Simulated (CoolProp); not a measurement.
The numbers come from the reference Helmholtz-energy equation of state, Gao 2022 in CoolProp.

Q: For n-perfluorohexane, give the phase and the cp (kJ/(kg K)), cv (kJ/(kg K)) at 450 K and 27.5 kPa.

A: 
- 450 K and 27.5 kPa: gas; cp 1.01, cv 0.983
